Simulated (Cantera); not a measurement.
Input: 1 mol NH3, 0.26 mol SO2, 0.04 mol O2, at 1600 °C and 75.0 Torr.

Method: chemical equilibrium by Gibbs-energy minimisation in Cantera with the NASA 1993 tables (ideal gas, pure condensed phases). Candidate condensed phases: H2O, H2SO4, S; 35 gas species. Kinetics and transport are ignored.

Base state: H2 0.413, H2O 0.269, N2 0.236, S2 0.0415, H2S 0.0227, SH 0.00692, SO2 0.00548, SO 0.00353 (mole fractions); condensed: gas only.

Problem. What changes in the equilibrium state with this change: temperature from 1600 °C to 1077 °C?

Solution. 
```csv
species,before,after
H2,0.413,0.343
H2O,0.269,0.296
N2,0.236,0.247
H2S,0.0227,0.101
S2,0.0415,0.0131
OH,6.62e-5,6.18e-8
S,0.000843,2.13e-6
```

Problem. What changes in the equilibrium state with this change: pressure from 75.0 Torr to 1.13 Torr?

Solution. 
```tsv
species	before	after
H2	0.413	0.459
N2	0.236	0.228
H2O	0.269	0.215
H2S	0.0227	0.00273
H	0.00131	0.0113
SO	0.00353	0.0183
SO2	0.00548	0.0204
S2	0.0415	0.0323
S	0.000843	0.00608
OH	6.62e-5	0.000410
S2O	0.000179	0.000100
```
